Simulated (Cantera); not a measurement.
Input: 1 mol Si3N4, 28 mol H2, equilibrated at 22.0 mbar.

Points: T (K) = 1673, 1723, 1773, 1823, 1873, 1923, 1973, 2023, 2073, 2123.

Cantera's Mixture.equilibrate('TP', solver="vcs", rtol=1e-11, max_steps=5000) on the NASA tables stopped like this:

```
ERROR: FAILURE its = 5001!

*******************************************************************************
CanteraError thrown by MultiPhase::equilibrate:
VCS solver failed. Return code: -1
*******************************************************************************
```

Task: What got this run through?

Result: Several could match; the one computed here: The failure is numerical, not chemical. The same input converged with solver="gibbs", rtol=1e-10, max_steps=50000, and the result passed a check of the equilibrium conditions:
```
log10 of partial pressures in bar; condensed amounts in mol
       T/K        H2        N2         H        Si       SiH      SiH2       Si2    Si(cr)     Si(L)  Si3N4(a)
      1673    -1.678    -3.002    -4.783    -6.379    -6.990    -6.636    -8.794      1.99         0    0.3363
      1723    -1.688    -2.834    -4.583    -6.007    -6.694    -6.458    -8.332         0     2.998         0
      1773    -1.688    -2.834    -4.390    -5.672    -6.424    -6.296    -7.926         0     2.996         0
      1823    -1.689    -2.834    -4.208    -5.355    -6.170    -6.143    -7.544         0     2.992         0
      1873    -1.690    -2.835    -4.035    -5.055    -5.930    -5.999    -7.182         0     2.984         0
      1923    -1.691    -2.835    -3.871    -4.770    -5.703    -5.863    -6.839         0     2.971         0
      1973    -1.692    -2.836    -3.716    -4.501    -5.488    -5.734    -6.514         0     2.947         0
      2023    -1.694    -2.838    -3.569    -4.245    -5.284    -5.612    -6.206         0     2.906         0
      2073    -1.698    -2.840    -3.429    -4.001    -5.090    -5.498    -5.912         0     2.838         0
      2123    -1.702    -2.843    -3.296    -3.770    -4.907    -5.390    -5.633         0     2.726         0
```

The gas is ideal and each condensed phase is pure. Mutual solubility and eutectic melting of coexisting phases are not modelled. The tables' values for SiN are old estimates; treat these amounts as uncertain. Gases not in the tables: Si2H6 and higher silanes.
